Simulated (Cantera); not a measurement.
Input: 1 mol PbO, 0.96 mol N₂, at 1000 K and 5.70 bar.

These are equilibrium values from Cantera (NASA tables, ideal gas, pure condensed phases), not measurements of a reactor. Candidate condensed phases: Pb, PbO, PbO₂, Pb₃O₄; 12 gas species. The numbers say what is thermodynamically allowed, not how fast it happens.

**Question.** What is the equilibrium state?

**Answer.** 
| Property | Result |
|---|---|
| x(N₂) | 1.00 |
| n(PbO(yellow)) | 1.00 mol |
| gas amount | 0.9600 mol |
| log10 activity of Pb(l) (absent) | -2.38 |
| log10 activity of PbO₂(s) (absent) | -5.98 |
